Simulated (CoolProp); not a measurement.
Vapour-liquid equilibrium of R22 (1) + C3F8 (R218) (2) at 68.2 kPa; x and y are mole fractions of (1).

Computed with CoolProp (multi-fluid Helmholtz-energy mixture model, Kamei 1995 and Lemmon 2006; pair parameters Bell 2016).

| x | bubble temperature, mixture model (K) | bubble temperature, Raoult's law (K) | y, mixture model | y, Raoult's law |
|---|---|---|---|---|
| 0.05 | 225.1 | 227.8 | 0.170 | 0.060 |
| 0.125 | 222.1 | 227.5 | 0.334 | 0.147 |
| 0.2 | 220.2 | 227.2 | 0.432 | 0.232 |
| 0.275 | 219.1 | 226.9 | 0.494 | 0.314 |
| 0.35 | 218.5 | 226.6 | 0.533 | 0.394 |
| 0.425 | 218.1 | 226.3 | 0.559 | 0.471 |
| 0.5 | 218.0 | 226.0 | 0.576 | 0.547 |
| 0.575 | 217.9 | 225.7 | 0.590 | 0.620 |
| 0.65 | 218.0 | 225.5 | 0.602 | 0.691 |
| 0.725 | 218.1 | 225.2 | 0.618 | 0.761 |
| 0.8 | 218.4 | 224.9 | 0.646 | 0.828 |
| 0.875 | 219.2 | 224.7 | 0.702 | 0.894 |
| 0.95 | 221.3 | 224.4 | 0.825 | 0.958 |

The largest gap from Raoult's law is -8.2 K in bubble temperature, at x = 0.425. y crosses x between x = 0.575 and 0.65: the model has an azeotrope there.

The pair parameters rest on a limited set of measurements; away from them the model extrapolates.
